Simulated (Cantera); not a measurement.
Input: 1 mol MgO, 0.2 mol Cl2, 0.97 mol H2, equilibrated at 727 °C and 668 Torr.

Method: chemical equilibrium by Gibbs-energy minimisation in Cantera with the NASA 1993 tables (ideal gas, pure condensed phases). Candidate condensed phases: H2O, Mg, MgCl2, MgO, Mg(OH)2; 22 gas species. Equilibrium is a limit: real reactors are often held back by kinetics, nucleation or transport.

Base state: H2 0.664, HCl 0.326, H2O 0.00929, MgCl2 0.000214 (mole fractions); condensed: MgCl2(l) + MgO(s).

### Question
What changes in the equilibrium state with this change: MgO replaced by Fe2O3?

### Answer
```csv
species,before,after
H2O,0.00929,0.614
HCl,0.326,0.330
H2,0.664,0.0504
FeCl2,0,0.00555
MgCl2,0.000214,0
Fe2Cl4,0,0.000313
FeCl3,0,1.17e-5
"MgCl2(l), mol",0.0105,0
"MgO(s), mol",0.989,0
"FeO(s), mol",0,1.13
"Fe3O4(s), mol",0,0.289
```
The tables' stoichiometric FeO is somewhat more stable than real wüstite, so its field is too wide. FeO: taken at fixed stoichiometry. Further candidate phases: Fe, FeCl2, FeCl3, FeO, Fe(OH)2, Fe(OH)3, Fe2O3, Fe3O4.
